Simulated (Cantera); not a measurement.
Cantera run:

```python
import numpy as np
import cantera as ct

gas_names = """
    C CO COS CO2 CS CS2 C2 C2O C3 C3O2 C4 C5 Fe FeC5O5 FeO O O2 O3 S SO SO2 SO3 S2 S2O S8
""".split()
cond_names = """
    C(gr) Fe(a) Fe(c) Fe(d) Fe(L) FeC5O5(L) FeO(s) FeO(L) FeS(a) FeS(b) FeS(c) FeS(L) FeSO4(s) FeS2(s)
    Fe2O3(s) Fe2S3O12(s) Fe3O4(s) S(cr1) S(cr2) S(L)
""".split()


def load(file, names, dense=False):
    # The tables refer to 1 bar. Condensed volumes are neglected.
    table = {s.name: s for s in ct.Species.list_from_file(file)}
    out = []
    for n in names:
        d = dict(table[n].input_data)
        d["thermo"] = dict(d["thermo"], **{"reference-pressure": 1e5})
        if dense:
            d["equation-of-state"] = {"model": "constant-volume", "density": "1e6 g/cm^3"}
        out.append(ct.Species.from_dict(d))
    return out


gas = ct.Solution(thermo="ideal-gas", species=load("nasa_gas.yaml", gas_names))
cond = {s.name: ct.Solution(thermo="fixed-stoichiometry", species=[s], name=s.name)
        for s in load("nasa_condensed.yaml", cond_names, dense=True)}
atoms = {
    'FeS': {'Fe': 1, 'S': 1},
    'O2': {'O': 2},
    'CO2': {'C': 1, 'O': 2},
}
top_T = {'C(gr)': 4500, 'FeSO4(s)': 950, 'FeS2(s)': 1010, 'Fe2O3(s)': 1830, 'Fe2S3O12(s)': 1100, 'Fe3O4(s)': 1870}  # K; cautious upper limits of use, not melting points


def equilibrate(T, P, feed):
    n = {}
    for name, mol in feed.items():
        for a, k in atoms[name].items():
            n[a] = n.get(a, 0.0) + k * mol
    gas.TPX = T, P, n
    mass = sum(n.values()) * gas.mean_molecular_weight
    gas.equilibrate("TP")
    valid = [c for c in cond.values() if c.min_temp <= T <= top_T.get(c.name, c.max_temp)]
    mix = ct.Mixture([(gas, mass / gas.mean_molecular_weight)] + [(c, 0.0) for c in valid])
    mix.T, mix.P = T, P
    mix.equilibrate("TP", solver="vcs", rtol=1e-11, max_steps=5000)
    return mix


results = []
feed = {'FeS': 1, 'O2': 0.18, 'CO2': 0.89}  # mol
P = 18000  # Pa
for T in [1050, 1100, 1150, 1200, 1250, 1300, 1350, 1400, 1450, 1500, 1550]:
    mix = equilibrate(T, P, feed)
    results.append((T, P, feed, dict(zip(mix.species_names, mix.species_moles))))

top = {s: max(r[3][s] / sum(r[3][g] for g in gas_names) for r in results) for s in gas_names}
cols = sorted((s for s in top if top[s] > 1e-05), key=lambda s: -top[s])[:7]
seen = [c for c in cond_names if any(r[3].get(c, 0) > 1e-12 for r in results)]
print("log10 of partial pressures in bar; condensed amounts in mol")
print(f"{'T/K':>10s}" + "".join(f"{s[:9]:>10s}" for s in cols + seen))
for T, P, feed, n in results:
    ng = sum(n[g] for g in gas_names)
    print(f"{T:10.4g}" + "".join(f"{np.log10(max(n[s] / ng * P / 1e5, 1e-99)):10.3f}" for s in cols)
          + "".join(f"{n.get(c, 0):10.4g}" for c in seen))
```

Result:

```
log10 of partial pressures in bar; condensed amounts in mol
       T/K       CO2        CO       SO2        S2        SO       COS       S2O    FeO(s)    FeS(c)    FeS(L)  Fe3O4(s)
      1050    -0.798    -3.083    -1.731    -2.897    -5.468    -4.123    -4.282         0    0.8815         0    0.0395
      1100    -0.801    -2.833    -1.732    -2.808    -5.172    -4.032    -4.225         0    0.8784         0   0.04054
      1150    -0.804    -2.607    -1.733    -2.726    -4.901    -3.950    -4.172         0    0.8744         0   0.04188
      1200    -0.810    -2.403    -1.731    -2.649    -4.650    -3.876    -4.120         0    0.8692         0   0.04359
      1250    -0.817    -2.219    -1.726    -2.577    -4.418    -3.811    -4.070         0    0.8627         0   0.04577
      1300    -0.834    -2.071    -1.673    -2.455    -4.166    -3.744    -3.958    0.1649    0.8351         0         0
      1350    -0.851    -1.906    -1.669    -2.319    -3.950    -3.643    -3.860    0.1834    0.8166         0         0
      1400    -0.873    -1.760    -1.664    -2.193    -3.748    -3.556    -3.768    0.2073    0.7927         0         0
      1450    -0.901    -1.632    -1.660    -2.075    -3.560    -3.483    -3.683     0.237     0.763         0         0
      1500    -0.932    -1.529    -1.648    -1.999    -3.390    -3.447    -3.625    0.2651         0    0.7349         0
      1550    -0.966    -1.443    -1.635    -1.938    -3.232    -3.429    -3.577    0.2939         0    0.7061         0
```

Equilibrium computed with Cantera from the NASA thermochemical tables; the gas is ideal and each condensed phase is pure. Metal and sulfide melt together well below either melting point, which pure phases cannot show. Mutual solubility and eutectic melting of coexisting phases are not modelled. The tables' stoichiometric FeO is somewhat more stable than real wüstite, so its field is too wide. FeO, FeS: taken at fixed stoichiometry. Gases not in the tables: S3 to S7.
